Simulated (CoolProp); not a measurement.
n-hexane along the isobar 13.3 MPa: density (kg/m³) from the reference equation and from simpler models built on Tc = 234.7 °C, pc = 3.044 MPa, ω = 0.300; each cubic takes its own stable root.

The numbers come from the reference Helmholtz-energy equation of state, Thol 2019 in CoolProp.

```tsv
T (°C)	phase	reference
-63.25	liquid	738.8
-31.65	liquid	713.6
-0.05	liquid	688.4
31.65	liquid	662.7
63.25	liquid	636.6
94.85	liquid	609.7
126.45	liquid	581.7
158.15	liquid	552.2
189.75	liquid	520.9
221.35	liquid	487.4
252.95	supercritical	451.2
```

**Question.** How far does each simpler model (van der Waals, Soave-Redlich-Kwong, Peng-Robinson) lie from the reference over these 11 states: mean and median of the absolute difference, and the worst?

**Answer.** 
- van der Waals: mean 35.3 %, median 36.2 %, worst -40.4 % at -63.25 °C and 13.3 MPa
- Soave-Redlich-Kwong: mean 9.3 %, median 9.1 %, worst -11.7 % at -63.25 °C and 13.3 MPa
- Peng-Robinson: mean 1.8 %, median 2.1 %, worst +3.2 % at 126.45 °C and 13.3 MPa
